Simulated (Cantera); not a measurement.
# Ammonia decomposition in nitride growth gas

An isothermal, constant-pressure homogeneous reactor starts with NH3 : N2 = 1 : 13 (molar parts), at 1475 K and 0.850 bar.

Model: the gas-phase N/H chemistry of the illustrative SiF4/NH3 mechanism in the Surface Chemkin manual (1991), integrated in Cantera. Walls and surfaces, which speed up NH3 decomposition in real reactors, are not modelled.

| t (s) | x NH3 | x N2 | x N2H2 | x H | x N |
|---|---|---|---|---|---|
| 0.000300 | 0.0714 | 0.929 | 2.63e-12 | 7.12e-10 | <1e-12 |
| 0.00111 | 0.0714 | 0.929 | 4.46e-11 | 7.19e-10 | <1e-12 |
| 0.00413 | 0.0714 | 0.929 | 6.85e-10 | 8.28e-10 | <1e-12 |
| 0.0153 | 0.0714 | 0.929 | 9.43e-9 | 2.46e-9 | 6.71e-12 |
| 0.0569 | 0.0714 | 0.929 | 3.12e-8 | 1.32e-8 | 4.78e-11 |
| 0.211 | 0.0711 | 0.928 | 3.13e-8 | 4.69e-8 | 1.91e-10 |
| 0.783 | 0.0701 | 0.928 | 2.97e-8 | 1.60e-7 | 7.65e-10 |
| 2.91 | 0.0667 | 0.927 | 2.47e-8 | 4.95e-7 | 2.08e-9 |
| 10.8 | 0.0579 | 0.923 | 1.52e-8 | 1.27e-6 | 2.58e-9 |
| 40.0 | 0.0421 | 0.917 | 5.90e-9 | 2.40e-6 | 1.61e-9 |
x: mole fraction; the columns are a selection and need not sum to one.

Equilibrium at this temperature and pressure: NH3 1.68e-6, N2 0.900, N2H2 <1e-12, H 4.48e-6, N <1e-12 (gas phase only).
